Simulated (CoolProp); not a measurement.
Saturation properties of carbon dioxide.

Computed with CoolProp (reference Helmholtz-energy equation of state, Span 1996).

```json
[
 {"T (K)": "224.3", "p (MPa)": "0.7148", "liquid cp (kJ/(kg K))": "?", "surface tension (mN/m)": "14.7"},
 {"T (K)": "234.2", "p (MPa)": "?", "liquid cp (kJ/(kg K))": "2.017", "surface tension (mN/m)": "12.4"},
 {"T (K)": "244.2", "p (MPa)": "1.479", "liquid cp (kJ/(kg K))": "2.081", "surface tension (mN/m)": "10.3"},
 {"T (K)": "254.1", "p (MPa)": "2.028", "liquid cp (kJ/(kg K))": "2.176", "surface tension (mN/m)": "8.18"},
 {"T (K)": "264", "p (MPa)": "?", "liquid cp (kJ/(kg K))": "2.323", "surface tension (mN/m)": "6.20"},
 {"T (K)": "274", "p (MPa)": "3.564", "liquid cp (kJ/(kg K))": "2.569", "surface tension (mN/m)": "4.33"},
 {"T (K)": "283.9", "p (MPa)": "4.586", "liquid cp (kJ/(kg K))": "3.050", "surface tension (mN/m)": "2.63"},
 {"T (K)": "293.9", "p (MPa)": "5.831", "liquid cp (kJ/(kg K))": "?", "surface tension (mN/m)": "1.12"}
]
```

### Question
What belongs in the gaps?

### Answer

- 224.3, liquid cp (kJ/(kg K)): 1.975
- 234.2, p (MPa): 1.044
- 264, p (MPa): 2.713
- 293.9, liquid cp (kJ/(kg K)): 4.456

Surface tension comes from a separate correlation (Mulero 2012).
